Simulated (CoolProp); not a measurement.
Vapour-liquid equilibrium of CHF3 (R23) (1) + R125 (2) at 198.2 K; x and y are mole fractions of (1).

Model: multi-fluid Helmholtz-energy mixture model, Penoncello 2003 and Lemmon 2005; pair parameters Bell 2016, in CoolProp.

Problem. Give the bubble pressure and the first vapour's composition at x = 0.2, 0.425, 0.95. Is there an azeotrope?

Solution. x = 0.2: 0.04729 MPa, y = 0.625; x = 0.425: 0.07686 MPa, y = 0.831; x = 0.95: 0.1434 MPa, y = 0.991. No azeotrope shows between x = 0.05 and 0.95.

The pair parameters rest on a limited set of measurements; away from them the model extrapolates. The gap from Raoult's law changes sign with composition, which may be real or a fault of the pair parameters; it wasn't checked against measurements.
